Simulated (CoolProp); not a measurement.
Properties of nitrogen at several states.

Model: reference Helmholtz-energy equation of state, Span 2000, in CoolProp.

| T (K) | p (bar) | phase | cp (kJ/(kg K)) | speed of sound (m/s) | Joule-Thomson coefficient (K/MPa) | viscosity (µPa s) |
|---|---|---|---|---|---|---|
| 954.1 | 49.6 | supercritical | 1.163 | 628.9 | -0.5799 | 40.4 |
| 97.1 | 1.11 | gas | 1.079 | 198.2 | 17.04 | 6.77 |
| 660.5 | 0.195 | gas | 1.089 | 519.2 | -0.1375 | 31.6 |
| 140.9 | 53.6 | supercritical | 4.707 | 214.9 | 5.189 | 16.6 |

Viscosity comes from a separate model (Lemmon 2004).
